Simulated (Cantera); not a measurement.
Input: 1 mol Fe(CO)₅, 0.035 mol CO, 2.7 mol N₂, held at 31.0 Pa.

Method: chemical equilibrium by Gibbs-energy minimisation in Cantera with the NASA 1993 tables (ideal gas, pure condensed phases). Candidate condensed phases: C, Fe, Fe(CO)₅, FeO, Fe₂O₃, Fe₃O₄; 27 gas species. Condensed phases not in the tables: cementite and carbon dissolved in iron. The numbers say what is thermodynamically allowed, not how fast it happens.

log p: log10 of the partial pressure in bar; n: condensed amount in mol.

| T (K) | log p CO | log p N₂ | log p CO₂ | log p Fe | log p CN | n C(graphite) | n Fe(α) | n Fe(γ) |
|---|---|---|---|---|---|---|---|---|
| 775 | -3.72 | -3.95 | -5.08 | <-15 | <-15 | 0.201 | 1.00 | 0 |
| 875 | -3.70 | -3.97 | -6.36 | <-15 | <-15 | 0.0108 | 1.00 | 0 |
| 975 | -3.70 | -3.97 | -7.41 | -14.37 | <-15 | 0.000975 | 1.00 | 0 |
| 1075 | -3.70 | -3.97 | -8.26 | -12.35 | <-15 | 0 | 1.00 | 0 |
| 1175 | -3.70 | -3.97 | -8.96 | -10.68 | <-15 | 0 | 1.000 | 0 |
| 1275 | -3.70 | -3.97 | (withheld) | (withheld) | (withheld) | 0 | 0 | 1.000 |
| 1375 | -3.70 | -3.97 | (withheld) | (withheld) | (withheld) | 0 | 0 | 1.000 |
| 1475 | -3.70 | -3.97 | -10.47 | -7.06 | -12.28 | 0 | 0 | 0.998 |

Task: Some entries are withheld; supply them.

Result: 
- 1375, log p CO₂: -10.04
- 1375, log p Fe: -8.09
- 1375, log p CN: -13.41
- 1275, log p CO₂: -9.54
- 1275, log p Fe: -9.28
- 1275, log p CN: -14.71
